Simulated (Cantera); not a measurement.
Charge: 1 mol Si2H6, 0.2 mol O3, 7 mol N2O, equilibrated at 1748 K and 1.33 mbar.

Cantera equilibrium calculation (NASA polynomials, part measured and part estimated; ideal gas, pure solids and liquids). Candidate condensed phases: H2O, Si, SiO2, Si2N2O, Si3N4; 35 gas species. The feed counts by its element totals alone. The tables hold silica as quartz up to 1696 K and as liquid above; real silica turns to tridymite and cristobalite and melts near 1996 K. The numbers say what is thermodynamically allowed, not how fast it happens.

Base state: N2 0.678, H2O 0.288, O2 0.0285, OH 0.00269, H2 0.00153, NO 0.00118, O 0.000339, H 0.000245 (mole fractions); condensed: SiO2(condensed).

**Question.** What changes in the equilibrium state with this change: pressure from 1.33 mbar to 0.133 bar?

**Answer.** 
```
species                 before     after
--------------------  --------  --------
N2                       0.678     0.679
H2O                      0.288     0.291
O2                      0.0285    0.0284
OH                     0.00269  0.000853
H2                     0.00153  0.000155
H                     0.000245   7.78e-6
O                     0.000339   3.38e-5
NO                     0.00118   0.00118
SiO2(condensed), mol      2.00      2.00
```
Gases not in the tables: Si(OH)4.

**Question.** What changes in the equilibrium state with this change: N2O from 7 to 0.71 mol?

**Answer.** 
| species | before | after |
|---|---|---|
| H2 | 0.00153 | 0.593 |
| SiO | 3.07e-6 | 0.260 |
| N2 | 0.678 | 0.141 |
| H2O | 0.288 | 3.03e-7 |
| O2 | 0.0285 | <1e-9 |
| OH | 0.00269 | <1e-9 |
| NO | 0.00118 | <1e-9 |
| Si | <1e-9 | 0.00109 |
| O | 0.000339 | <1e-9 |
| SiO2(condensed), mol | 2.00 | 0 |
| Si(l), mol | 0 | 0.684 |
Gases not in the tables: Si2H6 and higher silanes.

**Question.** What changes in the equilibrium state with this change: O3 from 0.2 to 0.75 mol?

**Answer.** 
```
species                 before     after
--------------------  --------  --------
N2                       0.678     0.627
H2O                      0.288     0.267
O2                      0.0285    0.0991
H2                     0.00153  0.000759
O                     0.000339  0.000632
NO                     0.00118   0.00212
H                     0.000245  0.000172
SiO2(condensed), mol      2.00      2.00
```
